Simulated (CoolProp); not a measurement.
Properties of dodecamethylcyclohexasiloxane (D6) along the isotherm 620 K.

Values from CoolProp's reference Helmholtz-energy equation of state, Colonna 2008. It is a short technical equation, of lower accuracy than the large ones.

```csv
p (MPa),phase,density (kg/m³),expansivity (1/kK)
0.32,gas,33.39,3.011
0.961,liquid,518.2,6.137
1.28,liquid,535.1,4.938
1.6,liquid,548.5,4.228
1.92,liquid,559.8,3.746
2.24,liquid,569.5,3.393
2.56,liquid,578.1,3.119
2.88,liquid,585.8,2.900
3.2,liquid,592.9,2.720
3.53,liquid,599.6,2.564
3.85,liquid,605.7,2.435
4.17,liquid,611.3,2.322
4.49,liquid,616.6,2.224
4.81,liquid,621.6,2.137
```
